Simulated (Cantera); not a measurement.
Input: 1 mol FeS, 3.1 mol H2S, 0.2 mol H2O, equilibrated at 1323 K and 10.0 mbar.

Cantera equilibrium calculation (NASA polynomials, part measured and part estimated; ideal gas, pure solids and liquids). Candidate condensed phases: Fe, FeO, Fe(OH)2, Fe(OH)3, FeS, FeSO4, FeS2, Fe2O3, Fe2(SO4)3, Fe3O4, H2O, H2SO4, S; 22 gas species. FeS: taken at fixed stoichiometry. The numbers say what is thermodynamically allowed, not how fast it happens.

Base state: H2 0.483, S2 0.241, H2S 0.228, H2O 0.0458, SH 0.00249, S2O 2.62e-5, SO 2.40e-5, SO2 2.14e-5 (mole fractions); condensed: FeS(s).

Problem. What changes in the equilibrium state with this change: temperature from 1323 K to 875 K?

Solution. 
```json
[
 {"species": "H2S", "before": "0.228", "after": "0.836"},
 {"species": "H2", "before": "0.483", "after": "0.0703"},
 {"species": "H2O", "before": "0.0458", "after": "0.0585"},
 {"species": "S2", "before": "0.241", "after": "0.0352"},
 {"species": "S", "before": "1.95e-5", "after": "<1e-9"},
 {"species": "H", "before": "1.10e-5", "after": "<1e-9"},
 {"species": "SO", "before": "2.40e-5", "after": "1.22e-8"},
 {"species": "FeS(s), mol", "before": "1.00", "after": "1.00"}
]
```
Gases not in the tables: S3 to S7.
